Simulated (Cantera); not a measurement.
Cantera run:

```python
import numpy as np
import cantera as ct

gas_names = """
    AL ALH ALI ALI3 ALN AL2 AL2I6 H HI H2 I I2 N NH NH2 NH3 N2 N2H2 N2H4
""".split()
cond_names = """
    AL(cr) AL(L) ALI3(s) ALI3(L) ALN(s) I2(cr) I2(L)
""".split()


# ... load() reads the species with a 1 bar reference pressure and builds the phases ...
atoms = {
    'AlI3': {'AL': 1, 'I': 3},
    'N2': {'N': 2},
    'H2': {'H': 2},
}
top_T = {'ALN(s)': 2750}  # K; cautious upper limits of use, not melting points


# ... equilibrate(T, P, feed) seeds the gas with the atoms and calls Mixture.equilibrate('TP', solver="vcs", rtol=1e-11, max_steps=5000) ...
results = []
feed = {'AlI3': 1, 'N2': 21, 'H2': 140}  # mol
T = 1648  # K
P = 13332.2  # Pa
mix = equilibrate(T, P, feed)
results.append((T, P, feed, dict(zip(mix.species_names, mix.species_moles))))
x = sorted(zip(gas.X, gas.species_names), reverse=True)
print(f"T = {T:g} K  P = {P:g} Pa  gas = {mix.phase_moles(0):.4g} mol")
print("   x: " + "  ".join(f"{s} {v:.3e}" for v, s in x if v > 1e-06))
print("   condensed (mol): " + ("  ".join(f"{mix.phase(i).name} {mix.phase_moles(i):.4g}"
      for i in range(1, mix.n_phases) if mix.phase_moles(i) > 1e-12) or "none"))
```

It prints:

```
T = 1648 K  P = 13332.2 Pa  gas = 163.1 mol
   x: H2 8.551e-01  N2 1.263e-01  I 1.071e-02  HI 6.506e-03  ALI 1.171e-03  H 2.255e-04  I2 3.294e-06  ALI3 1.579e-06  NH3 1.546e-06
   condensed (mol): ALN(s) 0.8087
```

Method: chemical equilibrium by Gibbs-energy minimisation in Cantera with the NASA 1993 tables (ideal gas, pure condensed phases).
